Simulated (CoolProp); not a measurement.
The fluid at 517.55 K and 0.217 MPa flows at 0.068 m/s in a round tube of 20 mm bore and 1.5 µm roughness, fully developed (64/Re and Nu = 3.66 if laminar; Colebrook and Gnielinski if turbulent). The same conditions are run with several fluids, on thermodynamics alone (safety and materials aside).

Values from CoolProp's reference Helmholtz-energy equation of state of each fluid (n-pentane: Thol 2019; isobutane: Bücker 2006; ethylbenzene: Zhou 2012; n-hexane: Thol 2019; n-octane: Beckmüller 2019).

**Question.** Rank n-pentane, isobutane, ethylbenzene, n-hexane, n-octane by Reynolds number, highest first.

**Answer.** n-octane (840), ethylbenzene (628), n-hexane (559), n-pentane (432), isobutane (319)

```json
[
 {"fluid": "n-pentane", "Darcy friction factor": "0.148", "pressure drop (Pa/m)": "0.0633", "heat-transfer coefficient (W/(m² K))": "7.81", "mass flow (kg/h)": "0.284"},
 {"fluid": "isobutane", "Darcy friction factor": "0.200", "pressure drop (Pa/m)": "0.0685", "heat-transfer coefficient (W/(m² K))": "8.45", "mass flow (kg/h)": "0.227"},
 {"fluid": "ethylbenzene", "Darcy friction factor": "0.102", "pressure drop (Pa/m)": "0.0658", "heat-transfer coefficient (W/(m² K))": "5.73", "mass flow (kg/h)": "0.429"},
 {"fluid": "n-hexane", "Darcy friction factor": "0.114", "pressure drop (Pa/m)": "0.0589", "heat-transfer coefficient (W/(m² K))": "6.90", "mass flow (kg/h)": "0.342"},
 {"fluid": "n-octane", "Darcy friction factor": "0.0762", "pressure drop (Pa/m)": "0.0532", "heat-transfer coefficient (W/(m² K))": "6.15", "mass flow (kg/h)": "0.464"}
]
```

Transport values come from each fluid's own correlations; those of n-pentane, ethylbenzene are estimates that may be off by 10 % or more.
